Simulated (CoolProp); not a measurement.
Vapour-liquid equilibrium of R152A (1) + R113 (2) at 0.403 MPa; x and y are mole fractions of (1).

Values from CoolProp's multi-fluid Helmholtz-energy mixture model, Outcalt 1996 and Marx 1992; pair parameters Bell 2016.

```tsv
x	bubble temperature (°C)	y at the bubble point	dew temperature at overall composition x (°C)	liquid density (mol/L)
0.05	78.6	0.366	[?]	7.753
0.2	46.3	[?]	[?]	8.708
0.35	32.3	0.879	79.6	9.507
0.5	25.3	0.918	70.4	10.31
0.65	20.9	0.942	59.0	11.20
0.8	[?]	0.963	[?]	12.26
0.95	[?]	0.989	19.4	[?]
```

Complete the blanks.


- 0.05, dew temperature at overall composition x (°C): 94.5
- 0.2, y at the bubble point: 0.777
- 0.2, dew temperature at overall composition x (°C): 87.5
- 0.8, bubble temperature (°C): 17.3
- 0.8, dew temperature at overall composition x (°C): 43.6
- 0.95, bubble temperature (°C): 13.7
- 0.95, liquid density (mol/L): 13.57

No azeotrope shows between x = 0.05 and 0.95.

Pair parameters are fitted to limited data, so mixtures are less certain than the pure fluids.
